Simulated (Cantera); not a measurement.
A closed system holds: 1 mol CCl4, 0.65 mol F2, 0.9 mol H2, at 1375 °C.

These are equilibrium values from Cantera (NASA tables, ideal gas, pure condensed phases), not measurements of a reactor. Candidate condensed phases: C, C6H6, C7H8, C8H18; 118 gas species. Gases not in the tables: C2F6 and larger saturated fluorocarbons. Equilibrium is a limit: real reactors are often held back by kinetics, nucleation or transport.

At 10.0 mbar, list the 6 most abundant gas species with their mole fractions, and the condensed phases.

Cl 0.499, HF 0.270, Cl2 0.118, HCl 0.111, CF4 0.00114, F 0.000112. Condensed: C(graphite).
